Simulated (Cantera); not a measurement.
An isothermal, constant-pressure homogeneous reactor starts with NH3 : N2 = 1 : 13 (molar parts), at 2200 K and 0.0132 atm. Integrator tolerance rtol = 1e-08.

Cantera simulation using the gas-phase N/H chemistry of the illustrative SiF4/NH3 mechanism in the Surface Chemkin manual (1991); the numbers are that mechanism's predictions, not measurements. Walls and surfaces, which speed up NH3 decomposition in real reactors, are not modelled.

Question: What does this change do: temperature 2200 to 1625 K?

Answer: 
```
quantity                                            before                                     after
-----------------  ---------------------------------------  ----------------------------------------
x(NH3) at 70.0 s   5.21e-9 (gas-phase equilibrium 5.21e-9)    0.0295 (gas-phase equilibrium 1.73e-8)
x(H) at 70.0 s       0.0149 (gas-phase equilibrium 0.0149)  2.17e-5 (gas-phase equilibrium 0.000194)
x(N2H4) at 70.0 s    <1e-12 (gas-phase equilibrium <1e-12)   1.90e-10 (gas-phase equilibrium <1e-12)
x(H2) at 70.0 s      0.0918 (gas-phase equilibrium 0.0918)     0.0586 (gas-phase equilibrium 0.0999)
x(NH2) at 70.0 s   2.61e-9 (gas-phase equilibrium 2.61e-9)  2.64e-5 (gas-phase equilibrium 8.13e-11)
x(N2H2) at 70.0 s    <1e-12 (gas-phase equilibrium <1e-12)    6.12e-8 (gas-phase equilibrium <1e-12)
```
